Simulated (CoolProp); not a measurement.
Saturation properties of cyclopentane (Tc = 511.7 K, pc = 4.583 MPa, ω = 0.202).

The numbers come from the reference Helmholtz-energy equation of state, Gedanitz 2015 in CoolProp.

```csv
T (K),p (MPa),vapour density (kg/m³),surface tension (mN/m)
390.6,0.6171,15.26,9.94
399.9,0.7495,18.49,8.90
409.1,0.9001,22.22,7.90
418.4,1.074,26.63,6.92
427.7,1.271,31.77,5.99
436.9,1.492,37.73,5.10
446.2,1.743,44.81,4.24
455.4,2.021,53.13,3.44
464.7,2.334,63.23,2.67
473.9,2.680,75.48,1.98
483.2,3.069,91.20,1.34
```

It boils at 322.4 K under 1 atm.

Surface tension comes from a separate correlation (Mulero 2014).
